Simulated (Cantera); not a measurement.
Input (Python, Cantera) and output of one run.

```python
import numpy as np
import cantera as ct

gas_names = [...]  # 109 gases of nasa_gas.yaml made of C, Cl, H, Si
cond_names = """
    C(gr) C6H6(L) C7H8(L) C8H18(L),n-octa Si(cr) Si(L) SiC(b)
""".split()


# ... load() reads the species with a 1 bar reference pressure and builds the phases ...
atoms = {
    'SiCl4': {'Si': 1, 'CL': 4},
    'H2': {'H': 2},
    'CH4': {'C': 1, 'H': 4},
}
top_T = {'C(gr)': 4500, 'SiC(b)': 3050}  # K; cautious upper limits of use, not melting points


# ... equilibrate(T, P, feed) seeds the gas with the atoms and calls Mixture.equilibrate('TP', solver="vcs", rtol=1e-11, max_steps=5000) ...
results = []
feed = {'SiCl4': 1, 'H2': 1.9, 'CH4': 0.1}  # mol
P = 13332.2  # Pa
for T in [575, 625, 675, 725, 775, 825, 875, 925, 975]:
    mix = equilibrate(T, P, feed)
    results.append((T, P, feed, dict(zip(mix.species_names, mix.species_moles))))

top = {s: max(r[3][s] / sum(r[3][g] for g in gas_names) for r in results) for s in gas_names}
cols = sorted((s for s in top if top[s] > 1e-06), key=lambda s: -top[s])[:8]
seen = [c for c in cond_names if any(r[3].get(c, 0) > 1e-12 for r in results)]
print("log10 of partial pressures in bar; condensed amounts in mol")
print(f"{'T/K':>10s}" + "".join(f"{s[:9]:>10s}" for s in cols + seen))
for T, P, feed, n in results:
    ng = sum(n[g] for g in gas_names)
    print(f"{T:10.4g}" + "".join(f"{np.log10(max(n[s] / ng * P / 1e5, 1e-99)):10.3f}" for s in cols)
          + "".join(f"{n.get(c, 0):10.4g}" for c in seen))
```

It prints:

```
log10 of partial pressures in bar; condensed amounts in mol
       T/K        H2     SiCL4       HCL       CH4    SiHCL3     SiCL3   SiH2CL2     SiCL2     C(gr)    SiC(b)
       575    -1.075    -1.355    -3.629    -2.352    -3.629    -8.996    -7.239   -13.299         0         0
       625    -1.076    -1.356    -3.374    -2.352    -3.374    -7.960    -6.659   -11.593         0         0
       675    -1.077    -1.359    -3.159    -2.352    -3.160    -7.080    -6.168   -10.143         0         0
       725    -1.079    -1.363    -2.967    -2.353    -2.985    -6.331    -5.764    -8.911         0 0.0002174
       775    -1.081    -1.368    -2.631    -2.389    -3.007    -5.852    -5.759    -8.185         0  0.007645
       825    -1.084    -1.377    -2.345    -2.457    -3.024    -5.429    -5.745    -7.536         0   0.02033
       875    -1.090    -1.391    -2.109    -2.581    -3.031    -5.045    -5.710    -6.937         0   0.03942
       925    -1.095    -1.409    -1.937    -2.835    -3.007    -4.673    -5.614    -6.337   0.00374   0.06193
       975    -1.104    -1.428    -1.813    -3.186    -2.961    -4.312    -5.474    -5.744         0   0.08451
```

Equilibrium computed with Cantera from the NASA thermochemical tables; the gas is ideal and each condensed phase is pure. The tables' values for SiCl3 are old estimates; treat these amounts as uncertain.
